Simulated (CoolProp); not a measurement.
Saturation properties of R141b.

The numbers come from the reference Helmholtz-energy equation of state, Lemmon 2006 in CoolProp. It is a short technical equation, of lower accuracy than the large ones.

```csv
T (°C),p (MPa),enthalpy of vaporisation (kJ/kg),surface tension (mN/m)
62.25,?,?,13.7
75.25,0.3734,200.1,12.2
88.35,?,192.3,?
101.45,0.6995,183.8,?
114.55,?,174.7,7.85
127.65,1.200,164.5,6.49
140.65,1.528,153.3,5.18
153.75,1.920,140.3,3.93
166.85,2.383,125.1,2.74
```

**Question.** Complete the blanks.

**Answer.** 
- 62.25, p (MPa): 0.2625
- 62.25, enthalpy of vaporisation (kJ/kg): 207.3
- 88.35, p (MPa): 0.5175
- 88.35, surface tension (mN/m): 10.7
- 101.45, surface tension (mN/m): 9.26
- 114.55, p (MPa): 0.9250

It boils at 32.0 °C under 1 atm.

Surface tension comes from a separate correlation (Mulero 2012).
